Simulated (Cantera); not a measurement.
**Premixed flame**

A freely propagating, adiabatic, planar premixed flame of 28.1 % H2, 8.76 % O2, 42.1 % N2, 21.1 % H2O, equivalence ratio 1.6, unburnt at 623 K and 360000 Pa; mixture-averaged transport, grid criteria slope 0.08 and curve 0.16, no radiation.

Computed with Cantera and the H2/O2 subset of GRI-Mech 3.0, which has no nitrogen chemistry. The hydrogen kinetics of GRI-Mech 3.0 are dated; newer H2 mechanisms differ, most at raised pressure. Burning velocities carry a grid error of a few per cent, more on coarse grids.

```
z (mm)   T (K)  u (m/s)   x H2      x O2  x H2O       x O     x HO2      x H
-------  -----  -------  -----  --------  -----  --------  --------  -------
-0.263     623     3.49  0.280    0.0876  0.211     <1e-8   1.66e-8    <1e-8
-0.176     623     3.49  0.280    0.0877  0.211     <1e-8   1.50e-7    <1e-8
-0.132     624     3.49  0.278    0.0879  0.211     <1e-8   1.62e-6    <1e-8
-0.0878    630     3.50  0.272    0.0885  0.214   4.98e-8   1.87e-5    <1e-8
-0.0439    732     3.95  0.245    0.0878  0.229   8.84e-6  0.000628  5.04e-5
-0.0220    976     5.15  0.212    0.0767  0.263  0.000126  0.000703  0.00125
0         1276     6.64  0.172    0.0537  0.315  0.000578  0.000329  0.00614
0.0220    1487     7.69  0.139    0.0295  0.362  0.000912  0.000145   0.0122
0.0439    1605     8.28  0.119    0.0142  0.390  0.000813   6.27e-5   0.0155
0.0878    1710     8.79  0.107   0.00335  0.411  0.000469   1.39e-5   0.0151
0.176     1781     9.13  0.106  0.000588  0.419  0.000208   2.64e-6   0.0105
0.351     1826     9.33  0.108  0.000154  0.422   7.24e-5   7.84e-7  0.00606
0.702     1852     9.45  0.109   4.46e-5  0.424   2.07e-5   2.32e-7  0.00320
```
x: mole fraction of selected species; z is measured from the peak of heat release.

```
Quantity                     Result
------------------------  ---------
laminar burning velocity   349 cm/s
thermal thickness         0.0878 mm
peak x(O)                  0.000918
peak x(HO2)                0.000842
peak x(H)                    0.0160
grid points                     109
```
